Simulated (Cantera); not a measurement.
Cantera run, input and output.

```python
import numpy as np
import cantera as ct

gas = ct.Solution("gri30.yaml")
gas.TPX = 923, 810000, {'CO': 0.0065, 'O2': 0.027, 'H2O': 0.0023, 'N2': 1}
reactor = ct.IdealGasConstPressureReactor(gas, energy="off", clone=False)
net = ct.ReactorNet([reactor])
net.rtol, net.atol = 1e-08, 1e-18
show = ['CO', 'O2', 'H2O', 'CO2', 'O', 'H']
times = np.geomspace(0.0001, 10, 12)

steps = ct.SolutionArray(gas, extra=["t"])
rows = []
print(f"{'t/s':>10s}{'T/K':>9s}{'P/Pa':>11s}" + "".join(f"{s:>11s}" for s in show))
for t in times:
    while net.time < t:
        t_next = net.step()
        steps.append(gas.state, t=t_next)
    rows.append([np.interp(t, steps.t, y) for y in (steps.T, steps.P, *steps(*show).X.T)])
    print(f"{t:10.3e}{rows[-1][0]:9.1f}{rows[-1][1]:11.4g}" + "".join(f"{x:11.3e}" for x in rows[-1][2:]))
rate = np.gradient(steps.T, steps.t)
print("integrator steps:", len(steps.t))
if steps.T.max() > steps.T[0] + 200:
    print(f"time of steepest temperature rise: {steps.t[rate.argmax()]:.4e} s")
gas.TPX = 923, 810000, {'CO': 0.0065, 'O2': 0.027, 'H2O': 0.0023, 'N2': 1}
gas.equilibrate("TP")
print(f"equilibrium (TP): T = {gas.T:.1f} K  " + "  ".join(f"{s} {gas[s].X[0]:.3e}" for s in show))
```

Output:

```
       t/s      T/K       P/Pa         CO         O2        H2O        CO2          O          H
 1.000e-04    923.0    8.1e+05  6.275e-03  2.607e-02  2.221e-03  2.359e-11  1.819e-11  6.436e-15
 2.848e-04    923.0    8.1e+05  6.275e-03  2.607e-02  2.221e-03  7.933e-11  4.125e-11  1.586e-14
 8.111e-04    923.0    8.1e+05  6.275e-03  2.607e-02  2.221e-03  2.849e-10  6.836e-11  2.927e-14
 2.310e-03    923.0    8.1e+05  6.275e-03  2.607e-02  2.221e-03  9.835e-10  7.711e-11  4.361e-14
 6.579e-03    923.0    8.1e+05  6.275e-03  2.607e-02  2.221e-03  3.313e-09  7.808e-11  7.635e-14
 1.874e-02    923.0    8.1e+05  6.275e-03  2.607e-02  2.221e-03  1.255e-08  8.044e-11  1.713e-13
 5.337e-02    923.0    8.1e+05  6.275e-03  2.607e-02  2.221e-03  6.058e-08  8.755e-11  4.569e-13
 1.520e-01    923.0    8.1e+05  6.275e-03  2.607e-02  2.221e-03  3.947e-07  1.110e-10  1.403e-12
 4.329e-01    923.0    8.1e+05  6.272e-03  2.607e-02  2.220e-03  3.474e-06  2.060e-10  5.327e-12
 1.233e+00    923.0    8.1e+05  6.235e-03  2.605e-02  2.220e-03  4.029e-05  6.167e-10  2.378e-11
 3.511e+00    923.0    8.1e+05  5.968e-03  2.592e-02  2.221e-03  3.080e-04  1.012e-09  4.291e-11
 1.000e+01    923.0    8.1e+05  5.166e-03  2.552e-02  2.221e-03  1.113e-03  9.914e-10  3.854e-11
integrator steps: 447
equilibrium (TP): T = 923.0 K  CO 5.237e-14  O2 2.300e-02  H2O 2.227e-03  CO2 6.295e-03  O 6.692e-13  H 1.683e-17
```

Detailed kinetics in Cantera: GRI-Mech 3.0 (53 species, 325 reactions).
